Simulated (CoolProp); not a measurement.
Values from CoolProp's reference Helmholtz-energy equation of state, Thol 2017.

Task: Give the vapour pressure (kPa), enthalpy of vaporisation (kJ/kg), vapour Z of saturated octamethyltrisiloxane (MDM) at 450.7, 468.7 K.

Result: 
```
T (K)  p (kPa)  enthalpy of vaporisation (kJ/kg)  vapour Z
-----  -------  --------------------------------  --------
450.7      187                               141     0.885
468.7      276                               131     0.847
```
